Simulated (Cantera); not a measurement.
Feed: 1 mol CH₃F, 0.16 mol H₂, at 2775 °C.

These are equilibrium values from Cantera (NASA tables, ideal gas, pure condensed phases), not measurements of a reactor. Candidate condensed phases: C, C₆H₆, C₇H₈, C₈H₁₈; 95 gas species. The numbers say what is thermodynamically allowed, not how fast it happens.

Task: Which condensed phases are stable at each of these points (P (Pa)): 1, 3.60, 13, 46, 170, 600, 2200, 7700, 28000, 100000?

Result: 
```json
[
 {"P (Pa)": "1", "condensed phases": "gas only", "C condensed (%)": "0.0"},
 {"P (Pa)": "3.60", "condensed phases": "gas only", "C condensed (%)": "0.0"},
 {"P (Pa)": "13", "condensed phases": "gas only", "C condensed (%)": "0.0"},
 {"P (Pa)": "46", "condensed phases": "gas only", "C condensed (%)": "0.0"},
 {"P (Pa)": "170", "condensed phases": "gas only", "C condensed (%)": "0.0"},
 {"P (Pa)": "600", "condensed phases": "gas only", "C condensed (%)": "0.0"},
 {"P (Pa)": "2200", "condensed phases": "C(graphite)", "C condensed (%)": "65.2"},
 {"P (Pa)": "7700", "condensed phases": "C(graphite)", "C condensed (%)": "81.2"},
 {"P (Pa)": "28000", "condensed phases": "C(graphite)", "C condensed (%)": "84.2"},
 {"P (Pa)": "100000", "condensed phases": "C(graphite)", "C condensed (%)": "84.3"}
]
```

From 1.00e-5 bar to 0.00600 bar nothing is condensed. From 0.0220 bar to 1.00 bar the condensed part is C(graphite).
